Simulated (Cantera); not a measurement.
A Cantera script and what it prints.

```python
import numpy as np
import cantera as ct

gas_names = """
    CL CL2 H HCL H2 Si SiCL SiCL2 SiCL3 SiCL4 SiH SiHCL3 SiH2 SiH2CL2 SiH3 SiH3CL SiH4 Si2 Si3
""".split()
cond_names = """
    Si(cr) Si(L)
""".split()


# ... load() reads the species with a 1 bar reference pressure and builds the phases ...
atoms = {
    'SiHCl3': {'Si': 1, 'H': 1, 'CL': 3},
    'HCl': {'H': 1, 'CL': 1},
    'H2': {'H': 2},
}
top_T = {}  # K; cautious upper limits of use, not melting points


# ... equilibrate(T, P, feed) seeds the gas with the atoms and calls Mixture.equilibrate('TP', solver="vcs", rtol=1e-11, max_steps=5000) ...
results = []
feed = {'SiHCl3': 1, 'HCl': 0.057, 'H2': 370}  # mol
T = 875  # K
P = 45000  # Pa
mix = equilibrate(T, P, feed)
results.append((T, P, feed, dict(zip(mix.species_names, mix.species_moles))))
print(gas.report(threshold=1e-05))
for i in range(1, mix.n_phases):
    print(f"{mix.phase(i).name:16s} {mix.phase_moles(i):12.5e} mol")
```

Result:

```
       temperature   875 K
          pressure   45000 Pa
           density   0.014625 kg/m^3
  mean mol. weight   2.3644 kg/kmol
   phase of matter   gas

                          1 kg             1 kmol
                     ---------------   ---------------
          enthalpy        6.6578e+06        1.5741e+07  J
   internal energy        3.5808e+06        8.4662e+06  J
           entropy             71776         1.697e+05  J/K
    Gibbs function       -5.6146e+07       -1.3275e+08  J
 heat capacity c_p             12704             30037  J/K
 heat capacity c_v            9187.6             21723  J/K

                      mass frac. Y      mole frac. X     chem. pot. / RT
                     ---------------   ---------------   ---------------
               HCL          0.019623         0.0012726           -44.105
                H2           0.84975           0.99658           -17.986
             SiCL4          0.051486        0.00071655           -143.85
            SiHCL3          0.070345          0.001228           -117.73
           SiH2CL2         0.0082195        0.00019241           -91.609
     [  +14 minor]        0.00058068        1.4518e-05

Si(cr)            2.01250e-01 mol
```

Method: chemical equilibrium by Gibbs-energy minimisation in Cantera with the NASA 1993 tables (ideal gas, pure condensed phases).
